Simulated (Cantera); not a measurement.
Charge: 1 mol SO2, 0.051 mol O2, held at 1.33 mbar.

Equilibrium computed with Cantera from the NASA thermochemical tables; the gas is ideal and each condensed phase is pure. Candidate condensed phases: S; 10 gas species. Rates play no part. All values below are at 2548 K.

Base state: SO2 0.426, SO 0.252, O 0.170, O2 0.115, S 0.0366, S2 0.000627, S2O 2.13e-5 (mole fractions); condensed: gas only.

Task: What changes in the equilibrium state with this change: SO2 replaced by CS2?

Result: 
```
species    before    after
-------  --------  -------
CS              0    0.454
S          0.0366    0.406
S2       0.000627   0.0769
SO2         0.426    <1e-9
O2          0.115    <1e-9
CO              0   0.0528
O           0.170  4.09e-9
CS2             0   0.0106
SO          0.252  6.70e-8
S2O       2.13e-5    <1e-9
```
Further candidate phases: C.

Task: What changes in the equilibrium state with this change: 0.002 mol CH4 added?

Result: 
```
species  before     after
-------  ------  --------
SO2       0.426     0.422
SO        0.252     0.251
O         0.170     0.169
H             0   0.00407
O2        0.115     0.114
S        0.0366    0.0368
OH            0   0.00147
CO            0   0.00113
CO2           0  0.000294
H2O           0   3.81e-5
H2            0   2.31e-5
```
Further candidate phases: C, C6H6, C7H8, C8H18, H2O, H2SO4.
